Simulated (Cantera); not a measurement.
What does this Cantera script print?

```python
import numpy as np
import cantera as ct

gas = ct.Solution("gri30.yaml")
gas.TPX = 600, 500000, {'CO': 1, 'H2': 0.95, 'CH4': 0.2, 'O2': 1.15, 'N2': 4.31, 'CO2': 1.6}
inlet = ct.Reservoir(gas, clone=True)
gas.equilibrate("HP")  # start burning
reactor = ct.IdealGasConstPressureReactor(gas, energy="on", clone=False)
exhaust = ct.Reservoir(gas, clone=True)
tau = [0.082, 0.027, 0.0089, 0.0029, 0.00095, 0.00031, 0.0001, 3.4e-05, 1.1e-05, 3.6e-06][0]
for a, b in ((inlet, reactor), (reactor, exhaust)):
    ct.MassFlowController(a, b, mdot=lambda t: reactor.mass / tau)
net = ct.ReactorNet([reactor])
show = ['CO', 'H2', 'CH4', 'OH', 'H2O', 'NO2', 'NO']

rows = []
print(f"{'tau/s':>10s}{'T/K':>9s}" + "".join(f"{s:>11s}" for s in show))
for tau in [0.082, 0.027, 0.0089, 0.0029, 0.00095, 0.00031, 0.0001, 3.4e-05, 1.1e-05, 3.6e-06]:
    net.initial_time = 0.0
    net.advance(30 * tau)
    before = gas.X
    net.advance(40 * tau)
    drift = np.max(np.abs(gas.X - before) / (gas.X + 1e-9))
    rows.append([gas.T, *gas[show].X, drift])
    print(f"{tau:10.3e}{gas.T:9.1f}" + "".join(f"{x:11.3e}" for x in gas[show].X))
```

It prints:

```
     tau/s      T/K         CO         H2        CH4         OH        H2O        NO2         NO
 8.200e-02   2131.4  4.914e-02  5.312e-03  1.702e-06  8.486e-04  1.535e-01  1.979e-08  1.582e-04
 2.700e-02   2123.3  4.996e-02  5.431e-03  3.047e-06  1.195e-03  1.531e-01  2.434e-08  1.363e-04
 8.900e-03   2108.2  5.156e-02  5.668e-03  5.501e-06  1.700e-03  1.523e-01  2.859e-08  1.116e-04
 2.900e-03   2081.5  5.448e-02  6.115e-03  1.049e-05  2.379e-03  1.510e-01  3.075e-08  8.617e-05
 9.500e-04   2038.1  5.918e-02  6.884e-03  2.123e-05  3.199e-03  1.490e-01  2.962e-08  6.309e-05
 3.100e-04   1972.7  6.599e-02  8.117e-03  4.652e-05  4.060e-03  1.459e-01  2.555e-08  4.395e-05
 1.000e-04   1880.8  7.490e-02  1.002e-02  1.151e-04  4.723e-03  1.415e-01  1.978e-08  2.886e-05
 3.400e-05   1763.2  8.550e-02  1.305e-02  3.318e-04  4.728e-03  1.355e-01  1.309e-08  1.656e-05
 1.100e-05    600.0  1.086e-01  1.031e-01  2.172e-02  1.563e-18  1.571e-15  2.466e-20  3.379e-20
 3.600e-06    600.0  1.086e-01  1.031e-01  2.172e-02  7.760e-19  7.995e-18  1.965e-23  2.692e-23
```

Detailed kinetics in Cantera: GRI-Mech 3.0 (53 species, 325 reactions).
